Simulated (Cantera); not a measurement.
Charge: 1 mol Al, 0.032 mol H2O, 0.34 mol H2, 0.019 mol Cl2, at 0.0100 bar.

Cantera equilibrium calculation (NASA polynomials, part measured and part estimated; ideal gas, pure solids and liquids). Candidate condensed phases: Al, AlCl3, Al2O3, H2O; 29 gas species. Mutual solubility and eutectic melting of coexisting phases are not modelled. The tables' values for AlCl2 are old estimates; treat these amounts as uncertain. Kinetics and transport are ignored.

x: gas mole fraction; n: condensed amount in mol.

| T (K) | x H2 | x AlCl | x Al2O | x Al | x AlCl3 | n Al(l) | n Al2O3(s) |
|---|---|---|---|---|---|---|---|
| 1075 | 0.923 | 0.0670 | 5.38e-9 | 7.00e-8 | [?] | 0.948 | 0.0107 |
| 1125 | 0.913 | 0.0833 | 3.64e-8 | 3.31e-7 | [?] | 0.943 | 0.0107 |
| 1175 | 0.909 | 0.0894 | 2.08e-7 | 1.37e-6 | [?] | 0.941 | 0.0107 |
| 1225 | 0.908 | 0.0913 | 1.03e-6 | 5.02e-6 | [?] | 0.941 | 0.0107 |
| 1275 | 0.908 | 0.0919 | 4.45e-6 | 1.66e-5 | [?] | 0.941 | 0.0107 |
| 1325 | 0.907 | 0.0922 | 1.72e-5 | 5.01e-5 | [?] | 0.941 | 0.0107 |
| 1375 | 0.907 | 0.0924 | 6.00e-5 | 0.000139 | [?] | 0.941 | 0.0107 |
| 1425 | 0.907 | 0.0924 | 0.000191 | 0.000360 | [?] | 0.940 | 0.0106 |
| 1475 | 0.906 | 0.0924 | 0.000560 | 0.000869 | [?] | 0.940 | 0.0106 |
| 1525 | 0.904 | 0.0922 | 0.00153 | 0.00198 | [?] | 0.939 | 0.0105 |
| 1575 | 0.899 | 0.0918 | 0.00389 | 0.00428 | [?] | 0.937 | 0.0101 |
| 1625 | 0.890 | 0.0909 | 0.00933 | 0.00879 | [?] | 0.932 | 0.00937 |
| 1675 | 0.870 | 0.0890 | 0.0212 | 0.0173 | [?] | 0.921 | 0.00765 |

Q: Some entries are withheld; supply them.

A: 
- 1075, x AlCl3: 0.00734
- 1125, x AlCl3: 0.00206
- 1175, x AlCl3: 0.000441
- 1225, x AlCl3: 9.44e-5
- 1275, x AlCl3: 2.22e-5
- 1325, x AlCl3: 5.78e-6
- 1375, x AlCl3: 1.66e-6
- 1425, x AlCl3: 5.24e-7
- 1475, x AlCl3: 1.79e-7
- 1525, x AlCl3: 6.54e-8
- 1575, x AlCl3: 2.54e-8
- 1625, x AlCl3: 1.03e-8
- 1675, x AlCl3: 4.28e-9
